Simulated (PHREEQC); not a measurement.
Consider water at 20 °C with 0.022 mol H2SO4 and 1.1e-05 mol H4SiO4 per kg of water. Closed to the air; pH follows from the charge balance.

The numbers come from PHREEQC with the ion-association model, phreeqc.dat.

```
Property                      Result
--------------------  --------------
pH                              1.57
ionic strength        0.0404 mol/kgw
specific conductance     10100 µS/cm
total alkalinity        -44.0 meq/kg
```

```json
[
 {"species": "H+", "molality": "0.0312", "activity": "0.0269", "log γ": "-0.064"},
 {"species": "HSO4-", "molality": "0.0128", "activity": "0.0107", "log γ": "-0.079"},
 {"species": "SO4-2", "molality": "0.00921", "activity": "0.00453", "log γ": "-0.308"},
 {"species": "H4SiO4", "molality": "1.10e-5", "activity": "1.11e-5", "log γ": "0.004"}
]
```

Precipitation was switched off in this run. Species that the database lacks are ignored.
